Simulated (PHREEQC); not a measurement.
PHREEQC input (ion-association model, wateq4f.dat):

```
SOLUTION_MASTER_SPECIES
  An  An-  0  An  62.0  # stands for a non-complexing anion
SOLUTION_SPECIES
  An- = An-
    -log_k 0
    -gamma 3.0 0
PHASES
  Fix_H+
    H+ = H+
    -log_k 0
SOLUTION 1
  temp 25
  units mmol/kgw
  pH 7 charge
  Cl 0.96
  Mg 0.16
  Ca 0.32
  Na 5
  An 5
END
SELECTED_OUTPUT 1
  -reset false
  -pH true
  -pe true
  -ionic_strength true
  -water true
  -totals Ca Cl Mg Na
  -molalities Hfo_wOH Hfo_wOH2+ Hfo_wO- Hfo_sOH Hfo_sOH2+ Hfo_sO- Hfo_sOHCa+2 Hfo_wOCa+ Hfo_wOMg+
  -saturation_indices Brucite Portlandite Halite
USER_PUNCH 1
  -headings sigma psi
  10 PUNCH EDL("sigma", "Hfo"), EDL("psi", "Hfo")
PRINT
  -reset false
USE solution 1
SURFACE 1
  Hfo_wOH 0.00337079 600 1.5
  Hfo_sOH 8.42697e-05
EQUILIBRIUM_PHASES 1
  Fix_H+ -4 HAn 10
    -force_equality true
  O2(g) -0.68 10
END
# ... the last block is repeated for the other 16 points of pH, with NaOH or the acid as the point needs
```

Selected output (columns that matter, 10 of 17 rows; pH added in front):

```
pH	mu	Ca	Cl	Mg	Na	m_Hfo_wOH	m_Hfo_wOH2+	m_Hfo_wO-	m_Hfo_sOH	si_Brucite	si_Portlandite	si_Halite	sigma	psi
4	0.0074845	0.00032	0.00096	0.00016	0.005	0.0014894	0.0018539	2.7412e-05	3.7236e-05	-12.787	-18.448	-6.9798	0.20073	0.189
4.75	0.0070253	0.00032	0.00096	0.00016	0.005	0.0020969	0.0011892	8.4707e-05	5.2421e-05	-11.283	-16.944	-6.9776	0.12138	0.16483
5.5	0.0067532	0.00031996	0.00096	0.00015999	0.005	0.0024208	0.00077731	0.00017271	6.0494e-05	-9.7807	-15.442	-6.9763	0.066452	0.13507
5.88	0.0066607	0.00031986	0.00096	0.00015994	0.005	0.0025007	0.00064936	0.00022062	6.2419e-05	-9.02	-14.681	-6.9758	0.04715	0.11805
6.62	0.006533	0.00031756	0.00096	0.00015872	0.005	0.0025676	0.00049942	0.00030239	6.2467e-05	-7.5421	-13.203	-6.9752	0.022283	0.081698
7.38	0.0063398	0.00028824	0.00096	0.00013259	0.005036	0.0025639	0.00038558	0.00039056	4.2867e-05	-6.0984	-11.723	-6.971	0.0088495	0.043348
8.12	0.0061897	0.00020431	0.00095999	3.2079e-05	0.0054725	0.0024099	0.00024556	0.00054178	1.0714e-05	-5.2334	-10.391	-6.9342	0.0017297	0.0095732
8.5	0.0061	0.00012172	0.00095999	8.5376e-06	0.0057157	0.0022803	0.00018957	0.00062838	5.1668e-06	-5.0476	-9.8551	-6.9148	-0.0013741	-0.0076769
9.25	0.0060322	1.057e-05	0.00095998	4.1273e-07	0.0060412	0.0020878	0.000131	0.0007623	3.3913e-06	-4.8645	-9.4157	-6.8904	-0.0089939	-0.044815
10	0.0061763	4.4337e-07	0.00095998	1.6945e-08	0.0062819	0.0019913	0.00010385	0.00087477	3.6866e-06	-4.7625	-9.295	-6.8742	-0.02295	-0.084431
```
